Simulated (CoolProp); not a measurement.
Vapour-liquid equilibrium of propylene (1) + 1-butene (2) at 297 K; x and y are mole fractions of (1).

Values from CoolProp's multi-fluid Helmholtz-energy mixture model, Lemmon 2013 and Lemmon 2005; pair parameters Bell 2016.

```tsv
x	bubble pressure, mixture model (kPa)	bubble pressure, Raoult's law (kPa)	y, mixture model	y, Raoult's law
0.05	324.8	328.7	0.150	0.171
0.15	401.3	412.2	0.370	0.408
0.25	479.1	495.7	0.523	0.566
0.35	558.4	579.1	0.636	0.678
0.45	639.2	662.6	0.724	0.762
0.55	721.7	746.1	0.794	0.827
0.65	806.2	829.6	0.852	0.879
0.75	892.9	913.0	0.902	0.921
0.85	982.1	996.5	0.945	0.957
0.95	1074	1080	0.982	0.987
```

The largest gap from Raoult's law is -3.6 % in bubble pressure, at x = 0.35. No azeotrope shows between x = 0.05 and 0.95.

The pair parameters rest on a limited set of measurements; away from them the model extrapolates.
